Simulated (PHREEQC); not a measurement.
Dissolve 0.014 mol/kgw HNO3 and 3.2e-07 mol/kgw CaSO4 at 25 °C. Closed to the air; pH follows from the charge balance.

Equilibrium calculation in PHREEQC: ion-association model, phreeqc.dat.

No solid was allowed to form.

Q: Predict the pH, specific conductance.

A: pH 1.90; specific conductance 5430 µS/cm.

Q: In which forms is S present?

A: SO4-2 54 %, HSO4- 46 % of the S.
